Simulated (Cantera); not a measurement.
Feed: 1 mol CaF₂, 0.45 mol HF, 110 mol H₂, at 1802 °C and 100000 Pa.

Equilibrium computed with Cantera from the NASA thermochemical tables; the gas is ideal and each condensed phase is pure. Candidate condensed phases: Ca, CaF₂; 15 gas species. The numbers say what is thermodynamically allowed, not how fast it happens.

Base state: H₂ 0.982, CaF₂ 0.00722, HF 0.00616, H 0.00264, CaF 0.00133, Ca 0.000398 (mole fractions); condensed: gas only.

Task: What changes in the equilibrium state with this change: temperature from 1802 °C to 1025 °C?

Result: 
```json
[
 {"species": "H₂", "before": "0.982", "after": "0.996"},
 {"species": "HF", "before": "0.00616", "after": "0.00407"},
 {"species": "H", "before": "0.00264", "after": "1.07e-6"},
 {"species": "CaF₂", "before": "0.00722", "after": "1.36e-8"},
 {"species": "CaF", "before": "0.00133", "after": "<1e-9"},
 {"species": "Ca", "before": "0.000398", "after": "<1e-9"},
 {"species": "CaF₂(s), mol", "before": "0", "after": "1.000"}
]
```
